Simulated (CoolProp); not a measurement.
Model: reference Helmholtz-energy equation of state, Lemmon 2006, in CoolProp. It is a short technical equation, of lower accuracy than the large ones.

### Question
Give the vapour pressure (MPa), vapour density (kg/m³) of saturated carbonyl sulfide at 289.2, 300.1 K.

### Answer
| T (K) | p (MPa) | vapour density (kg/m³) |
|---|---|---|
| 289.2 | 1.02 | 29.6 |
| 300.1 | 1.34 | 39.0 |
